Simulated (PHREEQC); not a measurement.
A solution holds 0.0058 mol HCl per kg of water, at 44 °C. Closed to the air; pH follows from the charge balance.

The numbers come from PHREEQC with the ion-association model, phreeqc.dat.

Precipitation was switched off in this run.

What pH, specific conductance does the model give?

pH 2.27; specific conductance 3420 µS/cm.

Constants without temperature data keep their 25 °C values here.
